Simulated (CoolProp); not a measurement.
A closed Brayton cycle with carbon dioxide: compressor inlet 311.15 K and 9.3 MPa, high pressure 26.5 MPa, turbine inlet 975 K, compressor efficiency 0.85, turbine efficiency 0.9, recuperator effectiveness 0.95 (on enthalpy, no pinch check). Each further row changes one setting.

The numbers come from the reference Helmholtz-energy equation of state, Span 1996 in CoolProp.

```tsv
case	thermal efficiency (%)	net work (kJ/kg)	compressor to turbine work	compressor exit (K)	turbine exit (K)
as stated	42.5	136	0.18	346.6	835.7
turbine inlet 925 K	41.1	126	0.19	346.6	790.4
compressor inlet 321.15 K	41.8	120	0.27	393.0	835.7
high pressure 22.5 MPa	40.5	118	0.16	340.3	856.7
recuperator effectiveness 0.5	23.2	136	0.18	346.6	835.7
```
